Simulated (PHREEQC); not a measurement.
Alkaline etch or developer with leach liquor (model solution)

Solution A (0.49 mol KOH, 1.1e-05 mol H4SiO4 and 8.7e-05 mol (CH3)4NCl per kg of water) is mixed with solution B (120 mmol/kgw HCl, 3.6 mmol/kgw LiCl and 57 mmol/kgw MnSO4) at 25 °C; shares are by mass of water, 1 kg in all. No oxygen is let in. The system is closed to CO2. The run lets Chalcedony, Pyrochroite, Sylvite precipitate or redissolve, and no other solid.

The series has 11 steps of share of solution B, from 0 to 1.

Computed with PHREEQC (ion-association model, phreeqc.dat).

Question: Which solids form, in which order, and at which step of the series does each first stand?

Answer: Pyrochroite from share of solution B = 0.1 (pH 13.43), last present at share of solution B = 0.8.

Question: Between which two steps does the pH jump most, and from what to what?

Answer: Between share of solution B = 0.8 and 0.9: from 8.62 to 1.52.

(CH3)4N+ isn't in the database: it is added as a free cation with an ion size of 4 Å.
